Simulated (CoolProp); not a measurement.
Values from CoolProp's reference Helmholtz-energy equation of state, Thol 2016.

For hexamethyldisiloxane (MM), give the phase and the speed of sound (m/s), Joule-Thomson coefficient (K/MPa), isothermal compressibility (1/MPa), expansivity (1/kK) at 283.9 K and 4.83 bar; 283.9 K and 6.44 bar; 283.9 K and 7.24 bar.


- 283.9 K and 4.83 bar: liquid; speed of sound 929, Joule-Thomson coefficient -0.430, isothermal compressibility 0.00184, expansivity 1.34
- 283.9 K and 6.44 bar: liquid; speed of sound 931, Joule-Thomson coefficient -0.430, isothermal compressibility 0.00184, expansivity 1.33
- 283.9 K and 7.24 bar: liquid; speed of sound 931, Joule-Thomson coefficient -0.431, isothermal compressibility 0.00184, expansivity 1.33
